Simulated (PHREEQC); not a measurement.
KOH is added in steps, without added water, to 1 kg of water holding 0.001 mol/kgw CuCl2, 0.0019 mol/kgw HNO3 and 0.00033 mol/kgw H3BO3, at 20 °C. Oxygen alone is held at its pressure in air (log pO2 = -0.68). CO2 from the air is kept out. Solids allowed: Cu(OH)2, Atacamite, Cu2(OH)3NO3. Others were left out.

Base run: PHREEQC, ion-association model, wateq4f.dat. Each further column changes one thing. The table gives H2BO3- (mol/kgw).

```tsv
KOH added (mol)	base	diluted 5-fold with water	H3BO3 from 0.00033 to 6.6e-05 mol/kgw	temperature from 20 to 25 °C	no solid may form
0	1.05e-10	9.76e-11	2.11e-11	___	1.05e-10
0.00054	1.47e-10	8.91e-8	2.94e-11	1.62e-10	1.47e-10
0.00108	2.44e-10	___	4.88e-11	2.68e-10	2.44e-10
0.00135	3.64e-10	6.44e-5	7.28e-11	___	3.64e-10
0.00189	1.76e-8	6.52e-5	3.52e-9	1.90e-8	1.76e-8
0.00243	8.42e-8	6.55e-5	1.68e-8	7.75e-8	7.18e-7
0.00297	1.47e-7	6.56e-5	2.95e-8	1.36e-7	1.63e-6
0.00351	3.39e-6	6.57e-5	6.78e-7	2.65e-6	3.88e-6
0.00405	0.000140	6.57e-5	5.79e-5	0.000138	0.000141
0.00432	0.000298	6.58e-5	6.37e-5	0.000291	0.000298
0.00486	0.000323	6.58e-5	6.51e-5	0.000321	0.000323
0.0054	0.000326	6.58e-5	6.54e-5	0.000325	0.000326
```

Task: Fill in the missing entries.

Result: 
- 0, temperature from 20 to 25 °C: 1.16e-10
- 0.00108, diluted 5-fold with water: 6.26e-5
- 0.00135, temperature from 20 to 25 °C: 4.00e-10

The database's constant for dissolved Cu(OH)2 is higher than later reviews accept. In at least one series the solution becomes supersaturated in solids that the run did not let form, among them Cu(OH)2, Atacamite, Cu2(OH)3NO3.
